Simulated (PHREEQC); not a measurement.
Consider water at 35 °C with 0.015 mol NaOH, 0.0056 mol CO2 and 0.25 mol (CH3)4NCl per kg of water. Closed to the air; pH follows from the charge balance.

All values are PHREEQC results (ion-association model, phreeqc.dat), not measurements.

| quantity | before | after |
|---|---|---|
| pH | 11.12 | 10.88 |
| NaCO3- (mol/kgw) | 0.000575 | 0.000183 |
| NaHCO3 (mol/kgw) | 9.37e-7 | 5.57e-7 |
| SI of Halite (NaCl) | -4.32 | -4.86 |

**Question.** Which change was made?
A) temperature from 35 to 65 °C
B) diluted 2-fold with water
C) (CH3)4NCl from 0.25 to 0.225 mol/kgw
D) NaOH from 0.015 to 0.003 mol/kgw
E) (CH3)4NCl from 0.25 to 0.5 mol/kgw

**Answer.** B, diluted 2-fold with water

This is a speciation only: nothing precipitates in the calculation. (CH3)4N+ isn't in the database: it is added as a free cation with an ion size of 4 Å.
